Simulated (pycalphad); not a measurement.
Effect of Ti content in Si-Ti

All values are pycalphad results on the COST 507 light-alloy database (1999) (1 atm), not direct measurements. The database dates from 1999; later assessments differ in places, in temperatures and in the compounds included. Phase fractions are per mole of atoms. Diffusion is slow at the low end, where real alloys seldom reach equilibrium.

Problem. One of these alloys has its liquidus at 1656 K, its solidus at 1604 K, and holds DIAMOND_A4 0.60, SI2TI 0.40 at 760 K. Which?
A. Si-13.25Ti (at.%)
B. Si-39.75Ti (at.%)
C. Si-53Ti (at.%)

Solution. A, Si-13.25Ti (at.%). The others: Si-39.75Ti (at.%), liquidus 1852, solidus 1747; Si-53Ti (at.%), liquidus 2257, solidus 1843

Database names, with the compositions (at.%) that they take in these runs: SI2TI: Si 67 Ti 33. DIAMOND_A4 is diamond (Si).
